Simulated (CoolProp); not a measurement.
Properties of R227EA at several states.

The numbers come from the reference Helmholtz-energy equation of state, Lemmon 2016 in CoolProp.

```csv
T (°C),p (MPa),phase,Z,cp (kJ/(kg K)),isothermal compressibility (1/MPa),conductivity (mW/(m K))
126.15,0.927,gas,0.9086,0.9911,___,21.9
63.65,12.6,liquid,0.5740,1.188,___,58.5
172.75,0.583,gas,0.9632,___,1.782,25.2
21.75,4.35,liquid,___,1.145,0.004377,___
```

Task: Fill in the missing entries.

Result: 
- 126.15, isothermal compressibility (1/MPa): 1.193
- 63.65, isothermal compressibility (1/MPa): 0.005764
- 172.75, cp (kJ/(kg K)): 1.018
- 21.75, Z: 0.2112
- 21.75, conductivity (mW/(m K)): 62.9

Thermal conductivity comes from a separate model (Huber 2003), an estimate that may be off by 10 % or more.
